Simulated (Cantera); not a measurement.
What does this Cantera script print?

```python
import numpy as np
import cantera as ct

gas_names = """
    NH3 TiCL3 HCL N
""".split()
cond_names = """
    Ti(a) Ti(b) Ti(L)
""".split()


def load(file, names, dense=False):
    # The tables refer to 1 bar. Condensed volumes are neglected.
    table = {s.name: s for s in ct.Species.list_from_file(file)}
    out = []
    for n in names:
        d = dict(table[n].input_data)
        d["thermo"] = dict(d["thermo"], **{"reference-pressure": 1e5})
        if dense:
            d["equation-of-state"] = {"model": "constant-volume", "density": "1e6 g/cm^3"}
        out.append(ct.Species.from_dict(d))
    return out


species = {s.name: s for s in load("nasa_gas.yaml", gas_names) + load("nasa_condensed.yaml", cond_names)}
# Each term lists the table entries of one substance; the one whose range holds T is used.
reactions = {
    'NH3(g) + TiCl3(g) = 3 HCl(g) + Ti + N(g)':
        [(-1, ['NH3']), (-1, ['TiCL3']), (3, ['HCL']), (1, ['Ti(a)', 'Ti(b)', 'Ti(L)']), (1, ['N'])],
}


def pick(names, T):
    return next(species[n] for n in names if species[n].thermo.min_temp <= T <= species[n].thermo.max_temp)


results = []
for label, terms in reactions.items():
    print(label)
    print("     T/K   dH/kJ  dS/(J/K)   dG/kJ   log10 K")
    for T in [300, 400, 500, 600, 700, 800, 900, 1000, 1100, 1200, 1300]:
        used = [(nu, pick(names, T)) for nu, names in terms]
        dH = sum(nu * s.thermo.h(T) for nu, s in used) / 1e6
        dS = sum(nu * s.thermo.s(T) for nu, s in used) / 1e3
        dG = dH - T * dS / 1e3
        logK = -dG * 1e6 / (ct.gas_constant * T * np.log(10))
        results.append((label, T, dH, dS, dG, logK, [s.name for _, s in used]))
        print(f"{T:8g} {dH:8.1f} {dS:8.1f} {dG:8.1f} {logK:8.2f}")
```

Result:

```
NH3(g) + TiCl3(g) = 3 HCl(g) + Ti + N(g)
     T/K   dH/kJ  dS/(J/K)   dG/kJ   log10 K
     300    781.1    235.2    710.5  -123.70
     400    783.2    241.4    686.6   -89.66
     500    784.7    244.7    662.3   -69.19
     600    785.7    246.7    637.7   -55.52
     700    786.6    247.9    613.0   -45.74
     800    787.2    248.9    588.2   -38.40
     900    787.9    249.6    563.2   -32.69
    1000    788.6    250.3    538.2   -28.11
    1100    789.5    251.2    513.2   -24.37
    1200    794.2    255.3    487.8   -21.23
    1300    794.4    255.5    462.3   -18.57
```

Source: NASA polynomial tables (part measured, part estimated), evaluated in Cantera. Condensed species are held in their standard states even where they would react or evaporate.
